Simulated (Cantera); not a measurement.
## CuO + HF (oxide etching and cleaning by halides)

A closed system holds: 1 mol CuO, 1 mol HF, held at 12.0 Pa.

These are equilibrium values from Cantera (NASA tables, ideal gas, pure condensed phases), not measurements of a reactor. Candidate condensed phases: Cu, CuF₂, CuO, Cu(OH)₂, Cu₂O, H₂O; 27 gas species. Equilibrium is a limit: real reactors are often held back by kinetics, nucleation or transport.

| T (K) | log p HF | log p O₂ | log p CuF | log p H₂O | log p Cu | log p CuF₂ | log p OH | log p O | n CuO(s) | n Cu₂O(s) |
|---|---|---|---|---|---|---|---|---|---|---|
| 873 | -3.93 | -5.93 | -8.28 | -8.09 | -15.00 | -8.26 | -13.03 | -14.68 | 0.960 | 0.0199 |
| 948 | -4.01 | -4.65 | -7.56 | -7.63 | -13.33 | -8.02 | -11.72 | -12.85 | 0.0949 | 0.452 |
| 1023 | -4.02 | -4.62 | -6.93 | -7.17 | -11.66 | -8.04 | -10.82 | -11.82 | 0 | 0.499 |
| 1098 | -4.02 | -4.62 | -6.41 | -6.70 | -10.20 | -8.12 | -10.02 | -10.93 | 0 | 0.498 |
| 1173 | -4.02 | -4.62 | -5.98 | -6.27 | -8.94 | -8.22 | -9.31 | -10.17 | 0 | 0.494 |
| 1248 | -4.03 | -4.62 | -5.60 | -5.90 | -7.83 | -8.31 | -8.69 | -9.49 | 0 | 0.487 |
| 1323 | -4.05 | -4.63 | -5.28 | -5.58 | -6.85 | -8.41 | -8.14 | -8.89 | 0 | 0.471 |
log p: log10 of the partial pressure in bar; n: condensed amount in mol.

From 873 K to 948 K the condensed part is CuO(s) + Cu₂O(s). From 1023 K to 1323 K the condensed part is Cu₂O(s). The main Cu-bearing gas is CuF₂ at 873 K and CuF at 1323 K.
